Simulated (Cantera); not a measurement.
A diamond (100) surface in a fixed gas of H2 with x(CH4) = 0.025, x(CH3) = 2.5e-05, at 1375 K, 0.0543 atm; coverages are run to steady state.

Cantera simulation using the Harris–Goodwin 1993 mechanism for the reconstructed diamond (100) surface; the numbers are that mechanism's predictions, not measurements.

θ: site fractions in the mechanism's names (c6HH fully hydrogenated, c6H* and c6*H radical sites, c6** diradical, c6HM methylated).

| x(H) | growth (µm/h) | θ c6HH | θ c6H* | θ c6*H | θ c6** |
|---|---|---|---|---|---|
| 0.0001 | ___ | 0.697 | 0.0286 | 0.271 | 0.00346 |
| 0.00024 | ___ | 0.558 | 0.0411 | 0.390 | 0.0103 |
| 0.00056 | ___ | 0.456 | 0.0497 | 0.472 | 0.0223 |
| 0.0013 | ___ | 0.394 | 0.0542 | 0.515 | 0.0367 |
| 0.0031 | ___ | 0.362 | 0.0562 | 0.533 | 0.0489 |
| 0.0074 | ___ | 0.346 | 0.0570 | 0.540 | 0.0563 |
| 0.017 | ___ | 0.340 | 0.0574 | 0.543 | 0.0600 |
| 0.041 | ___ | 0.337 | 0.0577 | 0.543 | 0.0619 |
| 0.098 | ___ | 0.336 | 0.0584 | 0.543 | 0.0628 |

Problem. Fill in the missing entries.

Solution. 
- 0.0001, growth (µm/h): 0.00216
- 0.00024, growth (µm/h): 0.0133
- 0.00056, growth (µm/h): 0.0511
- 0.0013, growth (µm/h): 0.127
- 0.0031, growth (µm/h): 0.225
- 0.0074, growth (µm/h): 0.323
- 0.017, growth (µm/h): 0.435
- 0.041, growth (µm/h): 0.626
- 0.098, growth (µm/h): 0.942
